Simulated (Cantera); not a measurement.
Input (Python, Cantera) and output of one run.

```python
import numpy as np
import cantera as ct

gas_names = """
    AL ALBr ALBr3 AL2 AL2Br6 Br Br2
""".split()
cond_names = """
    AL(cr) AL(L) ALBr3(s) ALBr3(L) Br2(cr) Br2(L)
""".split()


# ... load() reads the species with a 1 bar reference pressure and builds the phases ...
atoms = {
    'Al': {'AL': 1},
    'Br2': {'Br': 2},
}
top_T = {}  # K; cautious upper limits of use, not melting points


# ... equilibrate(T, P, feed) seeds the gas with the atoms and calls Mixture.equilibrate('TP', solver="vcs", rtol=1e-11, max_steps=5000) ...
results = []
feed = {'Al': 1, 'Br2': 0.39}  # mol
P = 133.322  # Pa
for T in [400, 500, 600, 700, 800, 900, 1000, 1100, 1200, 1300, 1400]:
    mix = equilibrate(T, P, feed)
    results.append((T, P, feed, dict(zip(mix.species_names, mix.species_moles))))

top = {s: max(r[3][s] / sum(r[3][g] for g in gas_names) for r in results) for s in gas_names}
cols = sorted((s for s in top if top[s] > 0.001), key=lambda s: -top[s])[:5]
seen = [c for c in cond_names if any(r[3].get(c, 0) > 1e-12 for r in results)]
print("log10 of partial pressures in bar; condensed amounts in mol")
print(f"{'T/K':>10s}" + "".join(f"{s[:9]:>10s}" for s in cols + seen))
for T, P, feed, n in results:
    ng = sum(n[g] for g in gas_names)
    print(f"{T:10.4g}" + "".join(f"{np.log10(max(n[s] / ng * P / 1e5, 1e-99)):10.3f}" for s in cols)
          + "".join(f"{n.get(c, 0):10.4g}" for c in seen))
```

It prints:

```
log10 of partial pressures in bar; condensed amounts in mol
       T/K      ALBr     ALBr3    AL2Br6        AL    AL(cr)     AL(L)
       400   -16.205    -5.090    -2.878   -35.943      0.74         0
       500   -11.760    -3.643    -2.956   -27.349      0.74         0
       600    -8.908    -2.973    -3.569   -21.630      0.74         0
       700    -7.010    -2.881    -4.758   -17.554      0.74         0
       800    -5.617    -2.876    -5.763   -14.505    0.7397         0
       900    -4.545    -2.885    -6.556   -12.140    0.7362         0
      1000    -3.737    -2.939    -7.277   -10.295         0    0.7138
      1100    -3.162    -3.191    -8.272    -8.810         0    0.6035
      1200    -2.905    -4.053   -10.401    -7.576         0    0.3114
      1300    -2.877    -5.341   -13.311    -6.535         0    0.2251
      1400    -2.876    -6.505   -15.923    -5.646         0    0.2191
```

Cantera equilibrium calculation (NASA polynomials, part measured and part estimated; ideal gas, pure solids and liquids).
